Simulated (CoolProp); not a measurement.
A simple Rankine cycle with c-C4F8 (RC318): condensing at 331.15 K, boiler at 2.15 MPa, turbine inlet 499 K, turbine efficiency 0.85, pump efficiency 0.6, no recuperator. Each further row changes one setting.

Model: reference Helmholtz-energy equation of state, Platzer 1990, in CoolProp. This equation is an older, rougher fit; its heat capacities, sound speeds and derivatives of the liquid may be far off and weren't checked against measurements.

```csv
case,thermal efficiency (%),net work (kJ/kg),heat in (kJ/kg),turbine exit temperature (K),volume ratio over the turbine
as stated,5.8,14.2,244,478.1,2.75
condensing temperature 323.15 K,6.9,17.4,253,474.2,3.38
boiler pressure 1.5 MPa,3.8,9.49,248,486.2,1.89
turbine efficiency 0.75,5.0,12.3,244,479.9,2.76
```
